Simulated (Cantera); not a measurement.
Mixture: 16.4 % CH3OH, 17.5 % O2, 66.1 % N2, equivalence ratio 1.4, at 1.00 atm, adiabatic and at constant volume. Ignition delay is the time to a rise of 400 K.

Computed with Cantera and GRI-Mech 3.0 (53 species, 325 reactions). GRI-Mech 3.0 was tuned for natural gas; its chemistry of methanol as a main component is partial and can be far from experiment.

Task: Predict: delay at 1100 K; delay at 1250 K; delay at 1400 K; delay at 1550 K; delay at 1700 K; apparent activation energy between 1550 and 1700 K.

Result: 
```
Item                                                    Result
--------------------------------------------------  ----------
delay at 1100 K                                        52.6 ms
delay at 1250 K                                        3.85 ms
delay at 1400 K                                       0.519 ms
delay at 1550 K                                       0.112 ms
delay at 1700 K                                        33.9 µs
apparent activation energy between 1550 and 1700 K  170 kJ/mol
```
